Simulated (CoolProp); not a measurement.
Aqueous ethanol as a coolant, 29 % by mass, freezing at -19.2 °C, 1 atm.

Computed with CoolProp (Melinder's fits for secondary coolants).

```csv
T (°C),Prandtl number,conductivity (W/(m K)),cp (kJ/(kg K)),viscosity (mPa s)
-9.1,120,0.396,4.158,11.4
-4.9,91.6,0.399,4.174,8.76
-0.7,71.5,0.402,4.187,6.87
3.5,56.8,0.405,4.198,5.48
7.7,45.9,0.408,4.208,4.45
11.9,37.6,0.410,4.217,3.66
16.1,31.3,0.413,4.225,3.06
20.3,26.4,0.416,4.233,2.59
24.5,22.5,0.419,4.240,2.22
28.7,19.3,0.422,4.248,1.92
32.9,16.8,0.425,4.256,1.67
```
